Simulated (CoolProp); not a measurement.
Nitrogen at 293.15 K and 1.61 MPa flows at 0.53 m/s in a round tube of 50 mm bore and 1.5 µm roughness, fully developed (64/Re and Nu = 3.66 if laminar; Colebrook and Gnielinski if turbulent). Each further row changes one setting.

Model: reference Helmholtz-energy equation of state, Span 2000, in CoolProp.

```
case               Reynolds number  Darcy friction factor  pressure drop (Pa/m)  heat-transfer coefficient (W/(m² K))  mass flow (kg/h)
-----------------  ---------------  ---------------------  --------------------  ------------------------------------  ----------------
as stated                    27600                 0.0240                  1.25                                  35.0              69.6
velocity 1.06 m/s            55300                 0.0205                  4.29                                  60.3               139
diameter 100 mm              55300                 0.0205                 0.534                                  30.1               278
```

Viscosity comes from a separate model (Lemmon 2004). Thermal conductivity comes from a separate model (Lemmon 2004).
